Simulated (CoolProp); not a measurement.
Vapour-liquid equilibrium of R13 (1) + isobutane (2) at -14.75 °C; x and y are mole fractions of (1).

Values from CoolProp's multi-fluid Helmholtz-energy mixture model, Platzer 1990 and Bücker 2006; pair parameters Bell 2016. This equation is an older, rougher fit; its heat capacities, sound speeds and derivatives of the liquid may be far off and weren't checked against measurements.

```tsv
x	bubble pressure (MPa)	y at the bubble point	dew pressure at overall composition x (MPa)	liquid density (mol/L)
0.05	0.1844	0.518	0.09466	10.36
0.2	0.4262	0.804	0.1122	10.61
0.35	0.6176	0.875	0.1377	10.86
0.5	0.7772	0.911	0.1779	11.09
0.65	0.9243	0.937	0.2505	11.30
0.8	1.078	0.962	0.4190	11.47
0.95	1.259	0.989	1.003	11.60
```

No azeotrope shows between x = 0.05 and 0.95.

Pair parameters are fitted to limited data, so mixtures are less certain than the pure fluids. The gap from Raoult's law changes sign with composition, which may be real or a fault of the pair parameters; it wasn't checked against measurements.
